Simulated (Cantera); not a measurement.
## Thermodynamics of silicon carbide growth, feed CH3SiCl3 + C2H2 + H2

A closed system holds: 1 mol CH3SiCl3, 0.86 mol C2H2, a varied amount of H2, at 1273.15 K and 0.100 bar.

These are equilibrium values from Cantera (NASA tables, ideal gas, pure condensed phases), not measurements of a reactor. Candidate condensed phases: C, C6H6, C7H8, C8H18, Si, SiC; 109 gas species. The feed counts by its element totals alone. The tables' values for SiCl3 are old estimates; treat these amounts as uncertain. The numbers say what is thermodynamically allowed, not how fast it happens.

| n(H2) (mol) | x H2 | x HCl | x SiCl4 | x SiCl3 | x SiHCl3 | n C(graphite) | n SiC(s) |
|---|---|---|---|---|---|---|---|
| 1.7 | 0.582 | 0.365 | 0.0451 | 0.00323 | 0.00288 | 2.00 | 0.721 |
| 2.2 | 0.605 | 0.352 | 0.0361 | 0.00274 | 0.00248 | 1.97 | 0.751 |
| 2.7 | 0.625 | 0.339 | 0.0293 | 0.00234 | 0.00216 | 1.94 | 0.778 |
| 3.4 | 0.650 | 0.322 | 0.0220 | 0.00189 | 0.00178 | 1.91 | 0.811 |
| 4.3 | 0.678 | 0.302 | 0.0155 | 0.00145 | 0.00140 | 1.87 | 0.845 |
| 5.4 | 0.708 | 0.279 | 0.0104 | 0.00107 | 0.00105 | 1.84 | 0.879 |
| 6.9 | 0.741 | 0.251 | 0.00620 | 0.000730 | 0.000733 | 1.80 | 0.912 |
| 8.6 | 0.771 | 0.224 | 0.00363 | 0.000488 | 0.000500 | 1.78 | 0.937 |
x: gas mole fraction; n: condensed amount in mol.

From 1.7 mol H2 to 8.6 mol H2 the condensed part is C(graphite) + SiC(s). The main Si-bearing gas is SiCl4 throughout. The share of Si in condensed phases is highest at 8.6 mol H2 (93.7 %) and lowest at 1.7 mol H2 (72.1 %).
